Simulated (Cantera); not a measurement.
What does this Cantera script print?

```python
import numpy as np
import cantera as ct

gas_names = """
    C CO COS CO2 CS CS2 C2 C2O C3 C3O2 C4 C5 Fe FeC5O5 FeO O O2 O3 S SO SO2 SO3 S2 S2O S8
""".split()
cond_names = """
    C(gr) Fe(a) Fe(c) Fe(d) Fe(L) FeC5O5(L) FeO(s) FeO(L) FeS(a) FeS(b) FeS(c) FeS(L) FeSO4(s) FeS2(s)
    Fe2O3(s) Fe2S3O12(s) Fe3O4(s) S(cr1) S(cr2) S(L)
""".split()


# ... load() reads the species with a 1 bar reference pressure and builds the phases ...
atoms = {
    'FeS': {'Fe': 1, 'S': 1},
    'O2': {'O': 2},
    'CO2': {'C': 1, 'O': 2},
}
top_T = {'C(gr)': 4500, 'FeSO4(s)': 950, 'FeS2(s)': 1010, 'Fe2O3(s)': 1830, 'Fe2S3O12(s)': 1100, 'Fe3O4(s)': 1870}  # K; cautious upper limits of use, not melting points


# ... equilibrate(T, P, feed) seeds the gas with the atoms and calls Mixture.equilibrate('TP', solver="vcs", rtol=1e-11, max_steps=5000) ...
results = []
feed = {'FeS': 1, 'O2': 0.51, 'CO2': 2}  # mol
P = 1333.22  # Pa
for T in [923, 998, 1073, 1148, 1223, 1298, 1373, 1448, 1523, 1598, 1673, 1748, 1823, 1898]:
    mix = equilibrate(T, P, feed)
    results.append((T, P, feed, dict(zip(mix.species_names, mix.species_moles))))

top = {s: max(r[3][s] / sum(r[3][g] for g in gas_names) for r in results) for s in gas_names}
cols = sorted((s for s in top if top[s] > 0.001), key=lambda s: -top[s])[:8]
seen = [c for c in cond_names if any(r[3].get(c, 0) > 1e-12 for r in results)]
print("log10 of partial pressures in bar; condensed amounts in mol")
print(f"{'T/K':>10s}" + "".join(f"{s[:9]:>10s}" for s in cols + seen))
for T, P, feed, n in results:
    ng = sum(n[g] for g in gas_names)
    print(f"{T:10.4g}" + "".join(f"{np.log10(max(n[s] / ng * P / 1e5, 1e-99)):10.3f}" for s in cols)
          + "".join(f"{n.get(c, 0):10.4g}" for c in seen))
```

Output:

```
log10 of partial pressures in bar; condensed amounts in mol
       T/K       CO2        CO       SO2        S2        SO         S        Fe       COS    FeO(s)    FeO(L)    FeS(c)  Fe3O4(s)
       923    -1.939    -4.675    -2.772    -4.000    -7.097   -11.101   -19.378    -5.649         0         0    0.6714    0.1095
       998    -1.941    -4.201    -2.779    -3.838    -6.543   -10.102   -17.059    -5.478         0         0    0.6595    0.1135
      1073    -1.946    -3.796    -2.785    -3.698    -6.066    -9.241   -15.069    -5.332         0         0    0.6424    0.1192
      1148    -1.956    -3.452    -2.787    -3.573    -5.649    -8.491   -13.345    -5.211         0         0    0.6174    0.1275
      1223    -1.982    -3.175    -2.738    -3.393    -5.240    -7.797   -11.872    -5.093    0.4805         0    0.5195         0
      1298    -2.018    -2.904    -2.746    -3.176    -4.890    -7.154   -10.603    -4.933    0.5853         0    0.4147         0
      1373    -2.074    -2.687    -2.756    -2.986    -4.581    -6.582    -9.474    -4.815    0.7397         0    0.2603         0
      1448    -2.153    -2.518    -2.775    -2.824    -4.311    -6.074    -8.463    -4.738    0.9474         0   0.05258         0
      1523    -2.213    -2.427    -2.726    -2.834    -4.074    -5.693    -7.627    -4.808         1         0         0         0
      1598    -2.266    -2.364    -2.669    -2.894    -3.865    -5.374    -6.891    -4.916         1         0         0         0
      1673    -2.322    -2.313    -2.625    -2.960    -3.682    -5.088    -6.233    -5.025         0    0.9999         0         0
      1748    -2.379    -2.273    -2.592    -3.034    -3.521    -4.834    -5.656    -5.138         0    0.9995         0         0
      1823    -2.436    -2.242    -2.568    -3.117    -3.381    -4.608    -5.130    -5.253         0    0.9984         0         0
      1898    -2.491    -2.218    -2.551    -3.213    -3.260    -4.410    -4.649    -5.374         0     0.995         0         0
```

Cantera equilibrium calculation (NASA polynomials, part measured and part estimated; ideal gas, pure solids and liquids). Metal and sulfide melt together well below either melting point, which pure phases cannot show. Mutual solubility and eutectic melting of coexisting phases are not modelled. The tables' stoichiometric FeO is somewhat more stable than real wüstite, so its field is too wide. FeO, FeS: taken at fixed stoichiometry. Gases not in the tables: S3 to S7.
